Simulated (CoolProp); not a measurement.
Properties of dimethyl carbonate along the isotherm 332.3 K (Tc = 557.0 K, pc = 4.909 MPa, ω = 0.346).

Computed with CoolProp (reference Helmholtz-energy equation of state, Zhou 2011).

```
p (MPa)   phase  cp (kJ/(kg K))  cv (kJ/(kg K))  speed of sound (m/s)  Joule-Thomson coefficient (K/MPa)  fugacity coefficient
-------  ------  --------------  --------------  --------------------  ---------------------------------  --------------------
0.0388   liquid           1.889           1.390                  1060                            -0.2874                0.8603
0.0604   liquid           1.889           1.390                  1060                            -0.2875                0.5530
0.0941   liquid           1.889           1.390                  1061                            -0.2875                0.3553
0.146    liquid           1.889           1.390                  1061                            -0.2876                0.2294
0.228    liquid           1.889           1.390                  1061                            -0.2878                     …
0.355    liquid           1.889           1.390                  1062                            -0.2880               0.09498
0.553    liquid           1.888           1.390                  1063                            -0.2883               0.06136
0.861    liquid           1.888           1.391                     …                                  …                     …
1.34     liquid           1.887           1.391                  1067                            -0.2896               0.02597
2.09     liquid           1.886           1.391                  1071                            -0.2909                     …
3.25     liquid           1.884           1.392                  1077                            -0.2927               0.01138
5.06     liquid           1.881           1.392                     …                            -0.2955              0.007745
7.88     liquid           1.877           1.394                  1100                            -0.2996                     …
12.3     liquid           1.871           1.395                     …                            -0.3054              0.004009
```

Task: Complete the blanks.

Result: 
- 0.228, fugacity coefficient: 0.1473
- 0.861, speed of sound (m/s): 1065
- 0.861, Joule-Thomson coefficient (K/MPa): -0.2888
- 0.861, fugacity coefficient: 0.03980
- 2.09, fugacity coefficient: 0.01705
- 5.06, speed of sound (m/s): 1086
- 7.88, fugacity coefficient: 0.005440
- 12.3, speed of sound (m/s): 1120
